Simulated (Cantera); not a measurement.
A freely propagating, adiabatic, planar premixed flame of 49.2 % H2, 10.7 % O2, 40.2 % N2, equivalence ratio 2.3, unburnt at 648 K and 0.170 bar; mixture-averaged transport, grid criteria slope 0.08 and curve 0.16, no radiation.

Computed with Cantera and the H2/O2 subset of GRI-Mech 3.0, which has no nitrogen chemistry. Burning velocities carry a grid error of a few per cent, more on coarse grids.

x: mole fraction of selected species; z is measured from the peak of heat release.

```json
[
 {"z (mm)": "-14.3", "T (K)": "648", "u (m/s)": "8.15", "x H2": "0.492", "x O2": "0.107", "x OH": "<1e-8", "x H2O2": "<1e-8", "x H": "<1e-8", "x HO2": "<1e-8"},
 {"z (mm)": "-9.53", "T (K)": "648", "u (m/s)": "8.15", "x H2": "0.492", "x O2": "0.107", "x OH": "<1e-8", "x H2O2": "<1e-8", "x H": "<1e-8", "x HO2": "<1e-8"},
 {"z (mm)": "-7.14", "T (K)": "648", "u (m/s)": "8.15", "x H2": "0.492", "x O2": "0.107", "x OH": "<1e-8", "x H2O2": "<1e-8", "x H": "<1e-8", "x HO2": "1.32e-8"},
 {"z (mm)": "-4.76", "T (K)": "648", "u (m/s)": "8.15", "x H2": "0.492", "x O2": "0.107", "x OH": "<1e-8", "x H2O2": "<1e-8", "x H": "…", "x HO2": "…"},
 {"z (mm)": "-2.38", "T (K)": "660", "u (m/s)": "8.29", "x H2": "0.490", "x O2": "0.106", "x OH": "2.52e-5", "x H2O2": "2.74e-7", "x H": "0.000831", "x HO2": "4.07e-5"},
 {"z (mm)": "-1.19", "T (K)": "778", "u (m/s)": "9.67", "x H2": "0.464", "x O2": "0.102", "x OH": "0.000212", "x H2O2": "2.24e-7", "x H": "0.0136", "x HO2": "2.83e-5"},
 {"z (mm)": "0", "T (K)": "1119", "u (m/s)": "13.6", "x H2": "0.326", "x O2": "0.0555", "x OH": "0.00179", "x H2O2": "2.31e-7", "x H": "0.0876", "x HO2": "1.15e-5"},
 {"z (mm)": "1.19", "T (K)": "1346", "u (m/s)": "16.2", "x H2": "0.233", "x O2": "0.00491", "x OH": "0.00240", "x H2O2": "1.17e-7", "x H": "0.130", "x HO2": "1.01e-6"},
 {"z (mm)": "2.38", "T (K)": "1431", "u (m/s)": "17.2", "x H2": "0.231", "x O2": "0.000786", "x OH": "0.00266", "x H2O2": "9.96e-8", "x H": "0.124", "x HO2": "1.50e-7"},
 {"z (mm)": "4.76", "T (K)": "1531", "u (m/s)": "18.2", "x H2": "0.240", "x O2": "0.000534", "x OH": "0.00321", "x H2O2": "9.45e-8", "x H": "0.111", "x HO2": "9.31e-8"},
 {"z (mm)": "9.53", "T (K)": "1646", "u (m/s)": "19.4", "x H2": "0.251", "x O2": "0.000453", "x OH": "0.00371", "x H2O2": "7.37e-8", "x H": "0.0938", "x HO2": "7.29e-8"},
 {"z (mm)": "19.1", "T (K)": "1769", "u (m/s)": "20.7", "x H2": "0.262", "x O2": "0.000341", "x OH": "0.00397", "x H2O2": "4.65e-8", "x H": "0.0757", "x HO2": "5.32e-8"},
 {"z (mm)": "38.1", "T (K)": "1887", "u (m/s)": "21.9", "x H2": "0.273", "x O2": "…", "x OH": "0.00386", "x H2O2": "…", "x H": "…", "x HO2": "…"}
]
```

### Question
Fill in the missing entries.

### Answer

- -4.76, x H: 1.18e-6
- -4.76, x HO2: 1.14e-6
- 38.1, x O2: 0.000226
- 38.1, x H2O2: 2.59e-8
- 38.1, x H: 0.0583
- 38.1, x HO2: 3.68e-8
